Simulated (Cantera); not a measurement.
A closed system holds: 1 mol Al, a varied amount of I2, at 850 K and 10000 Pa.

Cantera equilibrium calculation (NASA polynomials, part measured and part estimated; ideal gas, pure solids and liquids). Candidate condensed phases: Al, AlI3, I2; 7 gas species. The numbers say what is thermodynamically allowed, not how fast it happens.

x: gas mole fraction; n: condensed amount in mol.

```tsv
n(I2) (mol)	x AlI3	x I2	x I	x Al2I6	x AlI	n Al(s)
0.39	0.986	1.59e-10	4.34e-7	0.00704	0.00681	0.739
0.59	0.986	1.59e-10	4.34e-7	0.00704	0.00681	0.605
0.8	0.986	1.59e-10	4.34e-7	0.00704	0.00681	0.464
1	0.986	1.59e-10	4.34e-7	0.00704	0.00681	0.330
1.2	0.986	1.59e-10	4.34e-7	0.00704	0.00681	0.196
1.4	0.986	1.59e-10	4.34e-7	0.00704	0.00681	0.0624
1.6	0.898	0.0859	0.0101	…	1.15e-11	0
1.8	0.758	0.222	0.0162	…	3.76e-12	0
2.1	0.615	0.362	0.0207	…	1.87e-12	0
2.3	0.546	0.429	0.0225	…	1.40e-12	0
2.5	0.491	0.483	0.0239	…	1.12e-12	0
```

### Question
Complete the blanks.

### Answer

- 1.6, x Al2I6: 0.00584
- 1.8, x Al2I6: 0.00416
- 2.1, x Al2I6: 0.00274
- 2.3, x Al2I6: 0.00216
- 2.5, x Al2I6: 0.00175
